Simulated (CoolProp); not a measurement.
Vapour-liquid equilibrium of propane (1) + R113 (2) at 1.57 bar; x and y are mole fractions of (1).

Model: multi-fluid Helmholtz-energy mixture model, Lemmon 2009 and Marx 1992; pair parameters Bell 2016, in CoolProp.

| x | bubble temperature (°C) | y at the bubble point | dew temperature at overall composition x (°C) | liquid density (mol/L) |
|---|---|---|---|---|
| 0.05 | 42.4 | 0.469 | 59.8 | 8.230 |
| 0.2 | ___ | ___ | ___ | 9.089 |
| 0.35 | -7.7 | 0.952 | ___ | ___ |
| 0.5 | -16.4 | 0.975 | ___ | 10.41 |
| 0.65 | -22.1 | ___ | 31.5 | 11.08 |
| 0.8 | -26.5 | 0.993 | 18.4 | 11.80 |
| 0.95 | -30.4 | 0.998 | -7.1 | ___ |

Task: Complete the blanks.

Result: 
- 0.2, bubble temperature (°C): 7.9
- 0.2, y at the bubble point: 0.880
- 0.2, dew temperature at overall composition x (°C): 54.4
- 0.35, dew temperature at overall composition x (°C): 48.2
- 0.35, liquid density (mol/L): 9.768
- 0.5, dew temperature at overall composition x (°C): 40.8
- 0.65, y at the bubble point: 0.986
- 0.95, liquid density (mol/L): 12.61

No azeotrope shows between x = 0.05 and 0.95.

Pair parameters are fitted to limited data, so mixtures are less certain than the pure fluids.
